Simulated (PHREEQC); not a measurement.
A PHREEQC input (ion-association model, phreeqc.dat):

```
SOLUTION 1
  temp 25
  units mg/L
  pH 12.5
  pe 0.3
  Na 5920
  K 482
  Ca 176
  Mg 76
  Cl 9320
  S(6) 265 as SO4
  Alkalinity 281 as HCO3
  Li 0.27
  Mn(2) 1.55
END
USE solution 1
EQUILIBRIUM_PHASES 1
  Gypsum 0 0
  CO2(g) -3.4 10
END
```

It stops with these messages:

```
WARNING: Maximum iterations exceeded, 100
WARNING: Maximum iterations exceeded, 100
WARNING: The program has failed to converge to a numerical solution.
ERROR:           Alkalinity has not converged. Total: 4.685041e-03	Calculated: 5.115909e-02	Residual: -4.647405e-02
ERROR: Is non-carbonate alkalinity greater than total alkalinity?
ERROR:                   Ca has not converged. Total: 4.467430e-03	Calculated: 4.967771e-03	Residual: -5.003404e-04
ERROR:                   Cl has not converged. Total: 2.674458e-01	Calculated: 3.444574e-01	Residual: -7.701159e-02
ERROR:                    K has not converged. Total: 1.254067e-02	Calculated: 1.252021e-02	Residual: 2.046677e-05
ERROR:                   Li has not converged. Total: 3.958583e-05	Calculated: 4.849469e-05	Residual: -8.908859e-06
ERROR:                   Mg has not converged. Total: 3.180283e-03	Calculated: 3.002874e-03	Residual: 1.774085e-04
ERROR:                Mn(2) has not converged. Total: 2.870329e-05	Calculated: 2.669072e-05	Residual: 2.012576e-06
ERROR:                   Na has not converged. Total: 2.619747e-01	Calculated: 2.550397e-01	Residual: 6.934969e-03
ERROR:                 S(6) has not converged. Total: 2.806455e-03	Calculated: 2.492528e-03	Residual: 3.139270e-04
ERROR:                   Mu Ionic strength has not converged. 	Residual: -1.690701e-02
ERROR:               A(H2O) Activity of water has not converged. 	Residual: 6.976163e-03
ERROR: Model failed to converge for initial solution  1.
```

**Question.** Find the cause and the fix.

**Answer.** The fault: pH typed as 12.5 with the alkalinity kept. The line should read `pH 6.89` where the input has `pH 12.5`. With the mend the run ends at pH 8.60 and ionic strength 0.291 mol/kgw.
